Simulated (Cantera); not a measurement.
A closed system holds: 1 mol B, a varied amount of H2O, at 2350 K and 1.33 mbar.

Method: chemical equilibrium by Gibbs-energy minimisation in Cantera with the NASA 1993 tables (ideal gas, pure condensed phases). Candidate condensed phases: B, B2O3, B3O3H3, H2O; 23 gas species. Rates play no part.

**Question.** At 7.9 mol H2O, list the 7 most abundant gas species with their mole fractions, and the condensed phases.

**Answer.** H2O 0.440, H2 0.194, H 0.151, HBO2 0.0767, OH 0.0588, O 0.0308, O2 0.0291. Condensed: gas only.
